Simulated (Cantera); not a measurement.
A diamond (100) surface in a fixed gas of H2 with x(CH4) = 0.013, x(H) = 0.0038, x(CH3) = 0.0012, 105 Torr; coverages are run to steady state.

Detailed kinetics in Cantera: the Harris–Goodwin 1993 mechanism for the reconstructed diamond (100) surface.

θ: site fractions in the mechanism's names (c6HH fully hydrogenated, c6H* and c6*H radical sites, c6** diradical, c6HM methylated).

```json
[
 {"T (K)": "950", "growth (µm/h)": "53.2", "θ c6HH": "0.509", "θ c6H*": "0.0112", "θ c6*H": "0.263", "θ c6**": "0.00485", "θ c6HM": "0.163"},
 {"T (K)": "1025", "growth (µm/h)": "…", "θ c6HH": "0.480", "θ c6H*": "…", "θ c6*H": "…", "θ c6**": "…", "θ c6HM": "…"},
 {"T (K)": "1100", "growth (µm/h)": "95.4", "θ c6HH": "0.452", "θ c6H*": "0.0243", "θ c6*H": "0.383", "θ c6**": "0.0144", "θ c6HM": "0.0829"},
 {"T (K)": "1175", "growth (µm/h)": "87.3", "θ c6HH": "0.429", "θ c6H*": "0.0330", "θ c6*H": "0.442", "θ c6**": "0.0222", "θ c6HM": "0.0439"},
 {"T (K)": "1250", "growth (µm/h)": "58.1", "θ c6HH": "0.404", "θ c6H*": "0.0422", "θ c6*H": "0.491", "θ c6**": "0.0316", "θ c6HM": "0.0157"},
 {"T (K)": "1325", "growth (µm/h)": "…", "θ c6HH": "0.375", "θ c6H*": "…", "θ c6*H": "0.520", "θ c6**": "…", "θ c6HM": "…"},
 {"T (K)": "1400", "growth (µm/h)": "35.8", "θ c6HH": "0.347", "θ c6H*": "0.0587", "θ c6*H": "0.536", "θ c6**": "0.0511", "θ c6HM": "0.00117"}
]
```

Question: Fill in the missing entries.

Answer: 
- 1025, growth (µm/h): 77.2
- 1025, θ c6H*: 0.0171
- 1025, θ c6*H: 0.324
- 1025, θ c6**: 0.00875
- 1025, θ c6HM: 0.121
- 1325, growth (µm/h): 40.4
- 1325, θ c6H*: 0.0508
- 1325, θ c6**: 0.0413
- 1325, θ c6HM: 0.00441
